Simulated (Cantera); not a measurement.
A perfectly stirred reactor is fed with CH₄ : H₂ : O₂ = 0.011 : 1 : 0.0055 (molar parts), equivalence ratio 95, at 1700 Pa; it is held at 2348 K, and followed from long to short residence time.

Model: GRI-Mech 3.0 (53 species, 325 reactions), integrated in Cantera. Radical loss at walls, strong at low pressure, is not modelled.

What does this change do: H2 1 to 0.34 parts?


```
quantity                 before    after
---------------------  --------  -------
x(CH₄) at τ = 2.50 s    2.68e-5  4.95e-5
x(H₂) at τ = 2.50 s       0.914    0.900
x(O₂) at τ = 2.50 s     8.29e-8  2.44e-7
x(CH₂) at τ = 2.50 s    5.13e-6  8.61e-6
x(CO) at τ = 2.50 s     0.00934   0.0269
x(CH₄) at τ = 63.0 ms  0.000821  0.00134
x(H₂) at τ = 63.0 ms      0.954    0.930
x(O₂) at τ = 63.0 ms    8.17e-6  2.19e-5
x(CH₂) at τ = 63.0 ms   2.32e-5  4.14e-5
x(CO) at τ = 63.0 ms    0.00309   0.0139
```

What does this change do: H2 1 to 0.3 parts?


```csv
quantity,before,after
x(CH₄) at τ = 2.50 s,2.68e-5,5.33e-5
x(H₂) at τ = 2.50 s,0.914,0.897
x(O₂) at τ = 2.50 s,8.29e-8,2.77e-7
x(CH₂) at τ = 2.50 s,5.13e-6,9.12e-6
x(CO) at τ = 2.50 s,0.00934,0.0302
x(CH₄) at τ = 63.0 ms,0.000821,0.00143
x(H₂) at τ = 63.0 ms,0.954,0.925
x(O₂) at τ = 63.0 ms,8.17e-6,2.46e-5
x(CH₂) at τ = 63.0 ms,2.32e-5,4.39e-5
x(CO) at τ = 63.0 ms,0.00309,0.0162
```
The temperature is held fixed by assumption; the heat of reaction is taken as removed at once.
